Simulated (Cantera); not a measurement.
Charge: 1 mol SiHCl3, 0.067 mol HCl, a varied amount of N2, at 1123.15 K and 4.10 mbar.

Equilibrium computed with Cantera from the NASA thermochemical tables; the gas is ideal and each condensed phase is pure. Candidate condensed phases: NH4Cl, Si, Si3N4; 28 gas species. N2 is the only nitrogen source here; it is nearly inert below about 1500 K, so the nitride shown seldom forms there in practice. The numbers say what is thermodynamically allowed, not how fast it happens.

Problem. What share of the Si ends up in condensed phases as a function of n(N2) (mol), at 3.3, 5.2, 8.2, 13, 20, 32, 50, 79, 120?

Solution. 
```tsv
n(N2) (mol)	Si condensed (%)	as
3.3	44.8	Si3N4(s)
5.2	45.5	Si3N4(s)
8.2	46.1	Si3N4(s)
13	46.6	Si3N4(s)
20	47.0	Si3N4(s)
32	47.4	Si3N4(s)
50	47.7	Si3N4(s)
79	47.9	Si3N4(s)
120	48.1	Si3N4(s)
```
